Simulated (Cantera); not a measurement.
A Cantera script and what it prints.

```python
import numpy as np
import cantera as ct

gas_names = """
    C CH CH2 CH3 CH2OH CH3O CH4 CH3OH CO CO2 COOH C2 C2H CHCO,ketyl C2H2,acetylene C2H2,vinylidene
    CH2CO,ketene C2H3,vinyl CH3CO,acetyl C2H4 C2H4O,ethylen CH3CHO,ethanal CH3COOH (HCOOH)2 C2H5 C2H6
    CH3OCH3 C2H5OH C2O C3 C3H3,propargyl C3H4,allene C3H4,propyne C3H4,cyclo- C3H5,allyl C3H6,propylene
    C3H6,cyclo- C3H6O C3H7,n-propyl C3H7,i-propyl C3H8 C3H8O,1propanol C3H8O,2propanol C3O2 C4 C4H2
    C4H4,1,3-cyclo- C4H6,butadiene C4H6,2-butyne C4H6,cyclo- C4H8,1-butene C4H8,cis2-buten
    C4H8,tr2-butene C4H8,isobutene C4H8,cyclo- (CH3COOH)2 C4H9,n-butyl C4H9,i-butyl C4H9,s-butyl
    C4H9,t-butyl C4H10,isobutane C4H10,n-butane C5 C5H6,1,3cyclo- C5H8,cyclo- C5H10,1-pentene
    C5H10,cyclo- C5H11,pentyl C5H11,t-pentyl C5H12,n-pentane C5H12,i-pentane CH3C(CH3)2CH3 C6H2
    C6H5,phenyl C6H5O,phenoxy C6H6 C6H5OH,phenol C6H10,cyclo- C6H12,1-hexene C6H12,cyclo- C6H13,n-hexyl
    C7H7,benzyl C7H8 C7H8O,cresol C7H14,1-heptene C7H15,n-heptyl C7H16,n-heptane C8H8,styrene
    C8H10,ethylbenz C8H16,1-octene C8H17,n-octyl C8H18,isooctane C8H18,n-octane C9H19,n-nonyl
    C10H8,naphthale C10H21,n-decyl C12H9,o-bipheny C12H10,bipheny H HCO HO2 H2 HCHO,formaldehy HCOOH H2O
    H2O2 O OH O2 O3 Ta TaO TaO2
""".split()
cond_names = """
    C(gr) C6H6(L) C7H8(L) C8H18(L),n-octa H2O(s) H2O(L) Ta(cr) Ta(L) TaC(s) TaC(L) Ta2O5(s) Ta2O5(L)
""".split()


def load(file, names, dense=False):
    # The tables refer to 1 bar. Condensed volumes are neglected.
    table = {s.name: s for s in ct.Species.list_from_file(file)}
    out = []
    for n in names:
        d = dict(table[n].input_data)
        d["thermo"] = dict(d["thermo"], **{"reference-pressure": 1e5})
        if dense:
            d["equation-of-state"] = {"model": "constant-volume", "density": "1e6 g/cm^3"}
        out.append(ct.Species.from_dict(d))
    return out


gas = ct.Solution(thermo="ideal-gas", species=load("nasa_gas.yaml", gas_names))
cond = {s.name: ct.Solution(thermo="fixed-stoichiometry", species=[s], name=s.name)
        for s in load("nasa_condensed.yaml", cond_names, dense=True)}
atoms = {
    'Ta(OEt)5': {'Ta': 1, 'C': 10, 'H': 25, 'O': 5},
    'CO2': {'C': 1, 'O': 2},
}
top_T = {'C(gr)': 4500}  # K; cautious upper limits of use, not melting points


def equilibrate(T, P, feed):
    n = {}
    for name, mol in feed.items():
        for a, k in atoms[name].items():
            n[a] = n.get(a, 0.0) + k * mol
    gas.TPX = T, P, n
    mass = sum(n.values()) * gas.mean_molecular_weight
    gas.equilibrate("TP")
    valid = [c for c in cond.values() if c.min_temp <= T <= top_T.get(c.name, c.max_temp)]
    mix = ct.Mixture([(gas, mass / gas.mean_molecular_weight)] + [(c, 0.0) for c in valid])
    mix.T, mix.P = T, P
    mix.equilibrate("TP", solver="vcs", rtol=1e-11, max_steps=5000)
    return mix


results = []
feed = {'Ta(OEt)5': 1, 'CO2': 0.49}  # mol
T = 2425  # K
P = 1333.22  # Pa
mix = equilibrate(T, P, feed)
results.append((T, P, feed, dict(zip(mix.species_names, mix.species_moles))))
x = sorted(zip(gas.X, gas.species_names), reverse=True)
print(f"T = {T:g} K  P = {P:g} Pa  gas = {mix.phase_moles(0):.4g} mol")
print("   x: " + "  ".join(f"{s} {v:.3e}" for v, s in x if v > 1e-06))
print("   condensed (mol): " + ("  ".join(f"{mix.phase(i).name} {mix.phase_moles(i):.4g}"
      for i in range(1, mix.n_phases) if mix.phase_moles(i) > 1e-12) or "none"))
```

It prints:

```
T = 2425 K  P = 1333.22 Pa  gas = 19.63 mol
   x: H2 5.735e-01  CO 3.046e-01  H 1.174e-01  C2H2,acetylene 4.478e-03  C2H 5.584e-05  C4H2 1.440e-05  C3 1.118e-05  C 4.311e-06  CH3 2.792e-06  C2H2,vinylidene 2.686e-06  CH2 1.156e-06  C2 1.016e-06
   condensed (mol): C(gr) 3.33  TaC(s) 1
```

Method: chemical equilibrium by Gibbs-energy minimisation in Cantera with the NASA 1993 tables (ideal gas, pure condensed phases). The feed counts by its element totals alone. TaC: taken at fixed stoichiometry. Condensed phases not in the tables: Ta2C.
